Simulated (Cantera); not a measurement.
A closed system holds: 1 mol Si3N4, 22 mol H2, 0.54 mol Cl2, held at 470 Pa.

Equilibrium computed with Cantera from the NASA thermochemical tables; the gas is ideal and each condensed phase is pure. Candidate condensed phases: NH4Cl, Si, Si3N4; 28 gas species. Mutual solubility and eutectic melting of coexisting phases are not modelled. Gases not in the tables: Si2H6 and higher silanes. The numbers say what is thermodynamically allowed, not how fast it happens.

Which condensed phases are stable at each of these points (T (°C)): 702, 777, 852, 927, 1002, 1077, 1152, 1227, 1302, 1377, 1452?


```tsv
T (°C)	condensed phases	Si condensed (%)
702	Si3N4(s)	99.9
777	Si3N4(s)	99.9
852	Si3N4(s)	99.8
927	Si3N4(s)	99.6
1002	Si3N4(s)	99.2
1077	Si3N4(s)	98.3
1152	Si3N4(s)	96.9
1227	Si(s) + Si3N4(s)	96.3
1302	Si(s) + Si3N4(s)	96.2
1377	Si(s)	96.0
1452	Si(l)	95.9
```

From 702 °C to 1152 °C the condensed part is Si3N4(s). From 1227 °C to 1302 °C the condensed part is Si(s) + Si3N4(s). At 1377 °C the condensed part is Si(s). At 1452 °C the condensed part is Si(l).
